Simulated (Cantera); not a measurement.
Cantera run, input and output.

```python
import numpy as np
import cantera as ct

gas = ct.Solution("gri30.yaml")
gas.TPX = 2000, 101325, {'NO': 1, 'N2': 1.5}
reactor = ct.IdealGasConstPressureReactor(gas, energy="off", clone=False)
net = ct.ReactorNet([reactor])
net.rtol, net.atol = 1e-08, 1e-18
show = ['NO', 'N2', 'O2', 'O', 'N2O', 'NO2']
times = np.geomspace(8e-05, 20, 10)

steps = ct.SolutionArray(gas, extra=["t"])
rows = []
print(f"{'t/s':>10s}{'T/K':>9s}{'P/Pa':>11s}" + "".join(f"{s:>11s}" for s in show))
for t in times:
    while net.time < t:
        t_next = net.step()
        steps.append(gas.state, t=t_next)
    rows.append([np.interp(t, steps.t, y) for y in (steps.T, steps.P, *steps(*show).X.T)])
    print(f"{t:10.3e}{rows[-1][0]:9.1f}{rows[-1][1]:11.4g}" + "".join(f"{x:11.3e}" for x in rows[-1][2:]))
rate = np.gradient(steps.T, steps.t)
print("integrator steps:", len(steps.t))
if steps.T.max() > steps.T[0] + 200:
    print(f"time of steepest temperature rise: {steps.t[rate.argmax()]:.4e} s")
gas.TPX = 2000, 101325, {'NO': 1, 'N2': 1.5}
gas.equilibrate("TP")
print(f"equilibrium (TP): T = {gas.T:.1f} K  " + "  ".join(f"{s} {gas[s].X[0]:.3e}" for s in show))
```

Result:

```
       t/s      T/K       P/Pa         NO         N2         O2          O        N2O        NO2
 8.000e-05   2000.0  1.013e+05  4.000e-01  6.000e-01  2.674e-07  7.898e-06  1.370e-05  8.440e-06
 3.183e-04   2000.0  1.013e+05  3.998e-01  6.000e-01  5.853e-06  2.567e-05  4.173e-05  4.597e-05
 1.267e-03   2000.0  1.013e+05  3.994e-01  6.002e-01  1.426e-04  5.732e-05  7.290e-05  1.175e-04
 5.040e-03   2000.0  1.013e+05  3.977e-01  6.011e-01  9.697e-04  6.269e-05  7.529e-05  1.293e-04
 2.005e-02   2000.0  1.013e+05  3.910e-01  6.044e-01  4.282e-03  7.344e-05  7.245e-05  1.511e-04
 7.979e-02   2000.0  1.013e+05  3.650e-01  6.174e-01  1.721e-02  1.051e-04  6.233e-05  2.074e-04
 3.175e-01   2000.0  1.013e+05  2.770e-01  6.614e-01  6.117e-02  1.734e-04  3.499e-05  2.662e-04
 1.263e+00   2000.0  1.013e+05  1.057e-01  7.470e-01  1.469e-01  2.584e-04  5.220e-06  1.537e-04
 5.026e+00   2000.0  1.013e+05  1.468e-02  7.925e-01  1.925e-01  2.935e-04  4.888e-07  2.437e-05
 2.000e+01   2000.0  1.013e+05  7.479e-03  7.961e-01  1.961e-01  2.961e-04  4.249e-07  1.253e-05
integrator steps: 1082
equilibrium (TP): T = 2000.0 K  NO 7.468e-03  N2 7.961e-01  O2 1.961e-01  O 2.961e-04  N2O 4.249e-07  NO2 1.251e-05
```

Model: GRI-Mech 3.0 (53 species, 325 reactions), integrated in Cantera.
